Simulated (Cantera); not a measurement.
# Stirred combustor or abatement burner

A perfectly stirred reactor is fed with 16.0 % CH3OH, 17.1 % O2, 64.5 % N2, 2.40 % CO2, equivalence ratio 1.4, at 190000 Pa; it is adiabatic with a 400 K inlet, and is followed from long to short residence time, starting on the burning branch (τ in s: 0.023, 0.011, 0.0052, 0.0025, 0.0012, 0.00058, 0.00028, 0.00014, 6.5e-05, 3.1e-05).

Cantera simulation using GRI-Mech 3.0 (53 species, 325 reactions); the numbers are that mechanism's predictions, not measurements. GRI-Mech 3.0 was tuned for natural gas; its chemistry of methanol as a main component is partial and can be far from experiment.

```csv
τ (s),T (K),x CH3OH,x O2,x OH,x H2,x CO,x H
0.023,2023,3.40e-6,0.000215,0.00126,0.0442,0.0753,0.00230
0.011,2013,5.32e-6,0.000360,0.00167,0.0443,0.0753,0.00312
0.0052,2000,8.53e-6,0.000604,0.00217,0.0444,0.0752,0.00419
0.0025,1983,1.39e-5,0.000980,0.00272,0.0446,0.0753,0.00547
0.0012,1962,2.34e-5,0.00156,0.00328,0.0449,0.0755,0.00695
0.00058,1938,4.09e-5,0.00241,0.00376,0.0454,0.0761,0.00845
0.00028,1909,7.63e-5,0.00376,0.00406,0.0459,0.0773,0.00972
0.00014,1875,0.000151,0.00602,0.00404,0.0466,0.0799,0.0102
6.5e-5,1806,0.000415,0.0123,0.00317,0.0490,0.0875,0.00872
3.1e-5,400,0.160,0.171,<1e-12,<1e-12,<1e-12,<1e-12
```
x: mole fraction; the columns are a selection and need not sum to one.
